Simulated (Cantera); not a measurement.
Feed: 1 mol Si, 1.5 mol HCl, 4.5 mol H2, at 602 °C and 13.0 bar.

Method: chemical equilibrium by Gibbs-energy minimisation in Cantera with the NASA 1993 tables (ideal gas, pure condensed phases). The tables' values for SiCl3 are old estimates; treat these amounts as uncertain. Equilibrium is a limit: real reactors are often held back by kinetics, nucleation or transport.

```tsv
species	before	after
H2	0.917	0.874
HCl	0.00134	0.0575
SiHCl3	0.0452	0.0253
SiCl2	2.50e-6	0.0119
SiCl4	0.0302	0.0177
SiCl3	3.62e-5	0.00785
SiH3Cl	0.000203	0.000370
SiH2Cl2	0.00618	0.00566
Si(s), mol	0.546	0.608
```
Gas species are given as mole fractions.

**Question.** What was changed between the two runs?
A. temperature from 602 °C to 1200 °C
B. pressure from 13.0 bar to 0.380 bar
C. temperature from 602 °C to 950 °C
D. temperature from 602 °C to 1375 °C

**Answer.** A, temperature from 602 °C to 1200 °C
